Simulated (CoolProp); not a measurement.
R152A along the isotherm 500 K: Z from the reference equation and from simpler models built on Tc = 386.4 K, pc = 45.17 bar, ω = 0.275; each cubic takes its own stable root.

Computed with CoolProp (reference Helmholtz-energy equation of state, Outcalt 1996). It is a modified Benedict-Webb-Rubin equation, recast in Helmholtz form.

```
p (bar)  phase  reference  Pitzer virial  Peng-Robinson
-------  -----  ---------  -------------  -------------
2.26       gas     0.9928         0.9933         0.9921
4.52       gas     0.9856         0.9865         0.9843
6.78       gas     0.9784         0.9798         0.9765
9.03       gas     0.9712         0.9731         0.9687
11.3       gas     0.9639         0.9663         0.9609
13.6       gas     0.9565         0.9595         0.9531
15.8       gas     0.9494         0.9529         0.9456
18.1       gas     0.9420         0.9461         0.9378
20.3       gas     0.9349         0.9395         0.9304
22.6       gas     0.9274         0.9326         0.9228
```
